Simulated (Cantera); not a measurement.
A perfectly stirred reactor is fed with NH3 : N2 = 1 : 0.3 (molar parts), at 0.612 atm; it is held at 2400 K, and followed from long to short residence time.

Computed with Cantera and the gas-phase N/H chemistry of the illustrative SiF4/NH3 mechanism in the Surface Chemkin manual (1991). Walls and surfaces, which speed up NH3 decomposition in real reactors, are not modelled.

What does this change do: temperature 2400 to 1375 K?


```csv
quantity,before,after
x(NH3) at τ = 4.40 s,0.000188,0.760
x(H2) at τ = 4.40 s,0.639,0.00817
x(N) at τ = 4.40 s,6.82e-6,7.38e-11
x(N2H4) at τ = 4.40 s,4.52e-12,1.00e-7
x(NH2) at τ = 4.40 s,1.52e-5,1.39e-5
x(NH3) at τ = 0.130 s,0.00329,0.769
x(H2) at τ = 0.130 s,0.642,0.000218
x(N) at τ = 0.130 s,1.91e-5,2.84e-12
x(N2H4) at τ = 0.130 s,4.11e-10,8.94e-8
x(NH2) at τ = 0.130 s,0.000145,1.31e-5
```
